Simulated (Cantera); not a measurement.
Feed: 1 mol MgO, 0.31 mol C, 12 mol H₂, at 0.460 bar.

Equilibrium computed with Cantera from the NASA thermochemical tables; the gas is ideal and each condensed phase is pure. Candidate condensed phases: C, C₆H₆, C₇H₈, C₈H₁₈, H₂O, Mg, MgCO₃, MgO, Mg(OH)₂; 116 gas species. The tables' values for MgH are old estimates; treat these amounts as uncertain. Equilibrium is a limit: real reactors are often held back by kinetics, nucleation or transport.

x: gas mole fraction; n: condensed amount in mol.

| T (K) | x H₂ | x Mg | x CO | x H₂O | x H | x MgH | x MgOH | n MgO(s) |
|---|---|---|---|---|---|---|---|---|
| 1975 | 0.947 | 0.0251 | 0.0245 | 0.000867 | 0.00196 | 0.000254 | 1.02e-5 | 0.679 |
| 2025 | 0.945 | 0.0259 | 0.0245 | ? | ? | 0.000270 | ? | 0.668 |
| 2075 | 0.941 | 0.0274 | 0.0244 | 0.00319 | 0.00381 | 0.000292 | 3.44e-5 | 0.649 |
| 2125 | 0.935 | 0.0297 | 0.0243 | 0.00558 | 0.00518 | 0.000325 | 6.03e-5 | 0.618 |
| 2175 | 0.926 | ? | 0.0242 | ? | ? | 0.000370 | ? | ? |
| 2225 | 0.914 | 0.0379 | 0.0240 | 0.0142 | 0.00913 | 0.000433 | 0.000170 | 0.504 |
| 2275 | 0.898 | 0.0444 | 0.0238 | 0.0208 | 0.0119 | 0.000514 | 0.000275 | 0.414 |

Problem. What belongs in the gaps?

Solution. 
- 2025, x H₂O: 0.00171
- 2025, x H: 0.00276
- 2025, x MgOH: 1.91e-5
- 2175, x Mg: 0.0331
- 2175, x H₂O: 0.00916
- 2175, x H: 0.00693
- 2175, x MgOH: 0.000103
- 2175, n MgO(s): 0.571
